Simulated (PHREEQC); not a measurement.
**Alkaline etch or developer (model solution)**

A solution holds 0.015 mol/kgw TMAH, at 25 °C. Closed to the air; pH follows from the charge balance.

Model: ion-association model, phreeqc.dat, run in PHREEQC.

This is a speciation only: nothing precipitates in the calculation.

Predict the pH.

pH 12.12.

(CH3)4N+ isn't in the database: it is added as a free cation with an ion size of 4 Å.
